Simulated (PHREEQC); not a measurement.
0.34 g of hydrous ferric oxide (600 m²/g; 0.2 weak and 0.005 strong sites per Fe, Dzombak-Morel constants, diffuse double layer) in 1 kg of water with 0.001 mol/kgw of an inert sodium salt, at 25 °C; the pH is set by adding NaOH or the inert anion's acid. O2 is buffered at 0.21 atm. CO2 from the air is kept out. Nothing may precipitate in this run.

The numbers come from PHREEQC with the ion-association model, wateq4f.dat.

Predict surface charge σ (C/m²), surface potential ψ (mV) at pH = 6, 6.5, 11.


```json
[
 {"pH": "6", "surface charge σ (C/m²)": "0.019", "surface potential ψ (mV)": "119"},
 {"pH": "6.5", "surface charge σ (C/m²)": "0.011", "surface potential ψ (mV)": "92"},
 {"pH": "11", "surface charge σ (C/m²)": "-0.055", "surface potential ψ (mV)": "-155"}
]
```

Complexes and solids missing from the database can't appear. The oxide is taken as insoluble; below pH 4 it would dissolve.
